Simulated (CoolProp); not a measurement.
50 sccm (0 °C, 1 atm) of nitrogen bubbles through liquid decamethylcyclopentasiloxane (D5) at 328.6 K and leaves saturated at a total pressure of 0.00558 MPa (ideal gas phase). Each further row changes one setting.

Values from CoolProp's reference Helmholtz-energy equation of state, Thol 2019.

```tsv
case	vapour pressure (kPa)	mole fraction of vapour	delivery (mg/min)	delivery (sccm)	change of delivery for a bath 1 K warmer (%)
as stated	0.201	?	?	1.86	?
bath temperature 333.6 K	0.279	0.0500	?	?	?
total pressure 0.0112 MPa	0.201	0.0179	15.1	?	?
```

Q: Complete the blanks.

A: 
- as stated, mole fraction of vapour: 0.0359
- as stated, delivery (mg/min): 30.8
- as stated, change of delivery for a bath 1 K warmer (%): 7.2
- bath temperature 333.6 K, delivery (mg/min): 43.5
- bath temperature 333.6 K, delivery (sccm): 2.63
- bath temperature 333.6 K, change of delivery for a bath 1 K warmer (%): 7.0
- total pressure 0.0112 MPa, delivery (sccm): 0.912
- total pressure 0.0112 MPa, change of delivery for a bath 1 K warmer (%): 7.1
